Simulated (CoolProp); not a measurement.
Fluorine along the isobar 988 kPa: fugacity coefficient from the reference equation and from simpler models built on Tc = 144.4 K, pc = 5240 kPa, ω = 0.045; each cubic takes its own stable root.

Model: reference Helmholtz-energy equation of state, de Reuck 1990, in CoolProp.

```
T (K)   phase  reference
-----  ------  ---------
89.2   liquid     0.1585
100.6  liquid     0.4222
112.1     gas     0.8649
123.5     gas     0.9001
135       gas     0.9243
146.4     gas     0.9413
157.9     gas     0.9537
169.3     gas     0.9630
180.8     gas     0.9701
192.2     gas     0.9755
203.7     gas     0.9799
215.1     gas     0.9834
226.6     gas     0.9862
238       gas     0.9886
249.5     gas     0.9905
```

Q: How far does each simpler model (Redlich-Kwong, Soave-Redlich-Kwong, Peng-Robinson) lie from the reference over these 15 states: mean and median of the absolute difference, and the worst?

A: 
- Redlich-Kwong: mean 0.8 %, median 0.2 %, worst -8.3 % at 89.2 K and 988 kPa
- Soave-Redlich-Kwong: mean 0.4 %, median 0.2 %, worst +2.0 % at 100.6 K and 988 kPa
- Peng-Robinson: mean 0.9 %, median 0.7 %, worst +3.5 % at 89.2 K and 988 kPa
